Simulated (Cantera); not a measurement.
A freely propagating, adiabatic, planar premixed flame of 10.9 % CH4, 23.4 % O2, 65.6 % N2, equivalence ratio 0.93, unburnt at 423 K and 0.600 bar; multicomponent+Soret transport, grid criteria slope 0.08 and curve 0.16, no radiation.

Computed with Cantera and GRI-Mech 3.0 (53 species, 325 reactions). Burning velocities carry a grid error of a few per cent, more on coarse grids.

Problem. Predict: laminar burning velocity; thermal thickness; peak x(CO); peak x(H2O2); peak x(CH3).

Solution. laminar burning velocity: 114 cm/s
thermal thickness: 0.444 mm
peak x(CO): 0.0621
peak x(H2O2): 1.23e-5
peak x(CH3): 0.00363
